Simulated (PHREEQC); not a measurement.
Solution (25 °C): 18 mmol/kgw NaHCO3 and 180 mmol/kgw KCl. Closed to the air; pH follows from the charge balance.

All values are PHREEQC results (Pitzer model, pitzer.dat), not measurements.

No solid was allowed to form.

### Question
Predict the pH, osmotic coefficient, density.

### Answer
pH 8.04; osmotic coefficient 0.914; density 1.006 g/cm³.

### Question
In which forms is C present?

### Answer
HCO3- 97 %, CO2 1.4 %, CO3-2 1.4 % of the C.
